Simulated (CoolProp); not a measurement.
Computed with CoolProp (reference Helmholtz-energy equation of state, Lemmon 2006). It is a short technical equation, of lower accuracy than the large ones.

Q: For toluene, give the phase and the density (kg/m³), Joule-Thomson coefficient (K/MPa), fugacity coefficient at 620 K and 17.2 bar.

A: 
- 620 K and 17.2 bar: gas; density 35.8, Joule-Thomson coefficient 7.88, fugacity coefficient 0.873
